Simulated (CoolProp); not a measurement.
Vapour-liquid equilibrium of m-xylene (1) + n-undecane (2) at 65.45 °C; x and y are mole fractions of (1).

Model: multi-fluid Helmholtz-energy mixture model, Zhou 2012 and Aleksandrov 2011; pair parameters Bell 2016, in CoolProp.

| x | bubble pressure, mixture model (MPa) | bubble pressure, Raoult's law (MPa) | y, mixture model | y, Raoult's law |
|---|---|---|---|---|
| 0.05 | 0.001183 | 0.001186 | 0.351 | 0.353 |
| 0.125 | 0.001738 | 0.001752 | 0.592 | 0.597 |
| 0.2 | 0.002288 | 0.002319 | 0.716 | 0.721 |
| 0.275 | 0.002837 | 0.002886 | 0.792 | 0.797 |
| 0.35 | 0.003388 | 0.003453 | 0.844 | 0.848 |
| 0.425 | 0.003943 | 0.004019 | 0.881 | 0.884 |
| 0.5 | 0.004505 | 0.004586 | 0.909 | 0.912 |
| 0.575 | 0.005073 | 0.005153 | 0.932 | 0.933 |
| 0.65 | 0.005648 | 0.005720 | 0.950 | 0.951 |
| 0.725 | 0.006228 | 0.006286 | 0.964 | 0.965 |
| 0.8 | 0.006812 | 0.006853 | 0.977 | 0.976 |
| 0.875 | 0.007397 | 0.007420 | 0.987 | 0.986 |
| 0.95 | 0.007979 | 0.007986 | 0.995 | 0.995 |

The largest gap from Raoult's law is -1.9 % in bubble pressure, at x = 0.425. No azeotrope shows between x = 0.05 and 0.95.

The pair parameters rest on a limited set of measurements; away from them the model extrapolates.
